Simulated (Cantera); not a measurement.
Input: 1 mol MgO, 0.38 mol Br2, 7 mol H2, held at 1248.15 K and 1000 Pa.

Equilibrium computed with Cantera from the NASA thermochemical tables; the gas is ideal and each condensed phase is pure. Candidate condensed phases: Br2, H2O, Mg, MgBr2, MgO, Mg(OH)2; 20 gas species. Rates play no part.

Base state: H2 0.897, HBr 0.0897, H2O 0.00655, MgBr2 0.00655, Br 0.000140 (mole fractions); condensed: MgO(s).

What changes in the equilibrium state with this change: temperature from 1248.15 K to 973 K?


```csv
species,before,after
H2,0.897,0.897
HBr,0.0897,0.100
H2O,0.00655,0.00140
MgBr2,0.00655,0.00140
Br,0.000140,2.45e-6
"MgO(s), mol",0.952,0.990
```

What changes in the equilibrium state with this change: H2 from 7 to 0.95 mol?


```csv
species,before,after
HBr,0.0897,0.497
H2,0.897,0.429
H2O,0.00655,0.0363
MgBr2,0.00655,0.0363
Br,0.000140,0.00112
"MgO(s), mol",0.952,0.952
```
